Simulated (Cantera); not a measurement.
Input: 1 mol SiO2, 1.7 mol F2, 3.7 mol H2, held at 75.0 Torr.

Equilibrium computed with Cantera from the NASA thermochemical tables; the gas is ideal and each condensed phase is pure. Candidate condensed phases: H2O, Si, SiO2; 38 gas species. The tables hold silica as quartz up to 1696 K and as liquid above; real silica turns to tridymite and cristobalite and melts near 1996 K. Gases not in the tables: Si(OH)4. Rates play no part.

**Question.** Which condensed phases are stable at each of these points (T (K)): 1200, 1275, 1350, 1425, 1500, 1575, 1650, 1725?

**Answer.** 
| T (K) | condensed phases | Si condensed (%) |
|---|---|---|
| 1200 | SiO2(β-quartz) | 65.2 |
| 1275 | SiO2(β-quartz) | 69.1 |
| 1350 | SiO2(β-quartz) | 72.4 |
| 1425 | SiO2(β-quartz) | 75.3 |
| 1500 | SiO2(β-quartz) | 77.7 |
| 1575 | SiO2(β-quartz) | 79.7 |
| 1650 | SiO2(β-quartz) | 81.5 |
| 1725 | SiO2(condensed) | 83.0 |

From 1200 K to 1650 K the condensed part is SiO2(β-quartz). At 1725 K the condensed part is SiO2(condensed). The share of Si in condensed phases is highest at 1725 K (83.0 %) and lowest at 1200 K (65.2 %).
